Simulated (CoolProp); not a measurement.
Values from CoolProp's reference Helmholtz-energy equation of state, Zhou 2014.

Problem. Give the vapour pressure (kPa), liquid density (kg/m³), vapour density (kg/m³) of saturated cyclohexane at 204.75 °C.

Solution. 
```json
[
 {"T (°C)": "204.75", "p (kPa)": "1450", "liquid density (kg/m³)": "570", "vapour density (kg/m³)": "40.8"}
]
```
